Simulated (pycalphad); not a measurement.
An equivalent pycalphad script:

```python
from pycalphad import Database, equilibrium, calculate, variables as v
import numpy as np
db = Database('COST507.tdb')
comps = ['HF', 'C', 'VA']
phases = ['BCC_A2', 'FCC_A1', 'GRAPHITE', 'HCP_A3', 'LIQUID']
eq = equilibrium(db, comps, phases, {v.X('C'): 0.1013, v.T: np.arange(3300, 499, -100), v.P: 101325, v.N: 1}, output=['HM', 'SM'])
```

All values are pycalphad results on the COST 507 light-alloy database (1999) (1 atm), not direct measurements. These are 1990s assessments: newer ones move some temperatures and phases. Amounts are mole fractions of atoms. Kinetics are ignored, which matters at the lower temperatures.

Results at three of the temperatures:

```
T = 3200.00 K, P = 101325 Pa, N = 1 mol of atoms
G = -296921 J/mol, H = 112624 J/mol, S = 127.98 J/(mol K)  (SER reference)
chemical potentials (J/mol): Hf -297320, C -293381
phase             fraction      x(Hf)       x(C)
LIQUID              1.0000     0.8987     0.1013
```

```
T = 700.00 K, P = 101325 Pa, N = 1 mol of atoms
G = -57987 J/mol, H = -15133 J/mol, S = 61.22 J/(mol K)  (SER reference)
chemical potentials (J/mol): Hf -35987, C -253165
phase             fraction      x(Hf)       x(C)
HCP_A3              0.7703     0.9807     0.0193
FCC_A1              0.2297     0.6238     0.3762
```

```
T = 500.00 K, P = 101325 Pa, N = 1 mol of atoms
G = -46630 J/mol, H = -20669 J/mol, S = 51.92 J/(mol K)  (SER reference)
chemical potentials (J/mol): Hf -23399, C -252733
phase             fraction      x(Hf)       x(C)
HCP_A3              0.7572     0.9876     0.0124
FCC_A1              0.2428     0.6213     0.3787
```

Changes of the phase set, refined by bisection:

| T (K) | phases above | phases below |
|---|---|---|
| 3131.3 | liquid | fcc + liquid |
| 2649.1 | fcc + liquid | hcp + liquid |
| 2613.5 | hcp + liquid | hcp |
| 2386.2 | hcp | fcc + hcp |

FCC_A1 is fcc; HCP_A3 is hcp. The fcc model also describes the rock-salt carbide or nitride (TiC, TiN, HfC).
